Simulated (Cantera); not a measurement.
# Fe(CO)₅ + O₂ + N₂ + CO (iron carbonyl, mercury and lead vapours)

Feed: 1 mol Fe(CO)₅, 1.4 mol O₂, 6.5 mol N₂, 7.2 mol CO, held at 0.0100 bar.

Cantera equilibrium calculation (NASA polynomials, part measured and part estimated; ideal gas, pure solids and liquids). Candidate condensed phases: C, Fe, Fe(CO)₅, FeO, Fe₂O₃, Fe₃O₄; 27 gas species. Mutual solubility and eutectic melting of coexisting phases are not modelled. The tables' stoichiometric FeO is somewhat more stable than real wüstite, so its field is too wide. FeO: taken at fixed stoichiometry. Rates play no part.

```csv
T (K),log p CO,log p N₂,log p CO₂,log p Fe,n Fe(α),n FeO(s),n Fe(γ)
973,-2.29,-2.46,-2.86,<-14,0.784,0.216,0
1023,-2.28,-2.46,-2.89,-13.35,0.612,0.388,0
1073,-2.28,-2.46,-2.91,-12.38,0.483,0.517,0
1123,-2.27,-2.46,-2.93,-11.51,0.381,0.619,0
1173,-2.27,-2.46,-2.95,-10.71,0.291,0.709,0
1223,-2.26,-2.46,-2.97,-9.98,0,0.785,0.215
1273,-2.26,-2.46,-2.98,-9.30,0,0.853,0.147
```
log p: log10 of the partial pressure in bar; n: condensed amount in mol.

From 973 K to 1173 K the condensed part is Fe(α) + FeO(s). From 1223 K to 1273 K the condensed part is Fe(γ) + FeO(s).
